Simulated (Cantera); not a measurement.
A closed system holds: 1 mol Ti(OiPr)4, 13 mol H2.

Method: chemical equilibrium by Gibbs-energy minimisation in Cantera with the NASA 1993 tables (ideal gas, pure condensed phases). Candidate condensed phases: C, C6H6, C7H8, C8H18, H2O, Ti, TiC, TiO, TiO2, Ti2O3, Ti3O5, Ti4O7; 113 gas species. The feed counts by its element totals alone. Mutual solubility and eutectic melting of coexisting phases are not modelled. TiC: taken at fixed stoichiometry. Condensed phases not in the tables: Magnéli phases beyond Ti4O7. Equilibrium is a limit: real reactors are often held back by kinetics, nucleation or transport.

**Question.** What condenses at these points (T in °C, P in Pa): (877, 27000); (1077, 140); (1477, 7200); (877, 7200); (1477, 7200); (1177, 100000); (927, 1900)?

**Answer.** 
```
T (°C)  P in Pa  condensed phases  Ti condensed (%)
------  -------  ----------------  ----------------
877       27000          C + TiO2             100.0
1077        140           C + TiC             100.0
1477       7200           C + TiC             100.0
877        7200         C + Ti4O7             100.0
1477       7200           C + TiC             100.0
1177     100000   C + TiC + Ti3O5             100.0
927        1900         C + Ti3O5             100.0
```
